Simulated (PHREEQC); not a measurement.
Solution (25 °C): 0.11 mol/kgw H3PO4, 0.092 mol/kgw NaOH and 7e-05 mol/kgw NaCl. Closed to the air; pH follows from the charge balance.

Model: ion-association model, phreeqc.dat, run in PHREEQC.

```
quantity                  before  after
------------------------  ------  -----
pH                          2.82   1.85
ionic strength (mol/kgw)  0.0939  0.242
```

Q: Which change was made?
A) diluted 10-fold with water
B) NaOH replaced by Na2SO4 at the same molality
C) NaOH left out
D) diluted 2-fold with water
E) NaCl left out

A: B, NaOH replaced by Na2SO4 at the same molality

Precipitation was switched off in this run.
